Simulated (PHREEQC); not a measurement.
Dissolve 0.035 mol NaOH, 0.0053 mol H3BO3 and 0.25 mol (CH3)4NCl per kg of water at 25 °C. Closed to the air; pH follows from the charge balance.

Computed with PHREEQC (ion-association model, wateq4f.dat).

```csv
quantity,before,after
pH,12.31,5.71
ionic strength (mol/kgw),0.285,0.250
```

Which change was made?
A) (CH3)4NCl left out
B) H3BO3 from 0.0053 to 0.00583 mol/kgw
C) (CH3)4NCl from 0.25 to 0.125 mol/kgw
D) NaOH left out
E) (CH3)4NCl from 0.25 to 0.375 mol/kgw

D, NaOH left out

This is a speciation only: nothing precipitates in the calculation. (CH3)4N+ isn't in the database: it is added as a free cation with an ion size of 4 Å.
